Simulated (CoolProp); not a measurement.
Properties of vinyl chloride along the isobar 30.5 MPa (Tc = 151.9 °C, pc = 5.600 MPa, ω = 0.160).

Values from CoolProp's reference Helmholtz-energy equation of state, Thol 2022.

```csv
T (°C),phase,Z,cp (kJ/(kg K)),speed of sound (m/s),isothermal compressibility (1/MPa),expansivity (1/kK)
-88.95,liquid,1.106,1.521,1526,0.0006189,1.485
-79.15,liquid,1.065,1.497,1483,0.0006633,1.472
-69.35,liquid,[?],1.479,[?],0.0007113,1.463
-59.55,liquid,0.9959,1.464,1396,0.0007633,1.457
-49.75,liquid,0.9659,1.453,1354,0.0008196,1.455
-39.95,liquid,0.9386,1.446,1312,0.0008808,1.456
-30.15,liquid,0.9137,1.441,1271,[?],1.460
-20.35,liquid,0.8909,1.438,[?],0.001020,1.467
-10.55,liquid,0.8702,1.437,1192,0.001099,1.477
-0.75,liquid,0.8511,1.438,1153,0.001186,1.490
9.05,liquid,0.8337,1.441,1115,0.001281,1.505
18.85,liquid,0.8178,1.446,1078,0.001384,1.523
28.65,liquid,0.8032,1.451,[?],0.001499,1.544
38.45,liquid,0.7899,1.458,1006,0.001624,1.567
48.25,liquid,0.7778,1.466,971.4,[?],1.594
58.05,liquid,0.7667,1.475,937.6,0.001916,1.624
```

What belongs in the gaps?


- -69.35, Z: 1.029
- -69.35, speed of sound (m/s): 1439
- -30.15, isothermal compressibility (1/MPa): 0.0009474
- -20.35, speed of sound (m/s): 1231
- 28.65, speed of sound (m/s): 1042
- 48.25, isothermal compressibility (1/MPa): 0.001763
